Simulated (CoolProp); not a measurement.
A single-stage vapour-compression cycle with methanol: evaporating at 327.15 K (dew point), condensing at 357.15 K (bubble point), superheat 0 K, subcooling 8 K, compressor efficiency 0.75, no pressure losses. Each further row changes one setting.

The numbers come from the reference Helmholtz-energy equation of state, de Reuck 1993 in CoolProp.

```csv
case,cooling COP,pressure ratio,discharge temperature (K),refrigerating effect (kJ/kg),volumetric capacity (kJ/m³)
as stated,…,3.15,403.7,1060,861
evaporating temperature 332.15 K,9.64,2.56,392.4,1060,1050
condensing temperature 352.15 K,9.48,…,389.7,1070,873
subcooling 13 K,…,3.15,403.7,1070,873
superheat 10 K,7.60,3.15,425.1,1090,845
compressor efficiency 0.65,6.77,3.15,…,1060,861
```

### Question
Complete the blanks.

### Answer

- as stated, cooling COP: 7.81
- condensing temperature 352.15 K, pressure ratio: 2.64
- subcooling 13 K, cooling COP: 7.92
- compressor efficiency 0.65, discharge temperature (K): 415.3
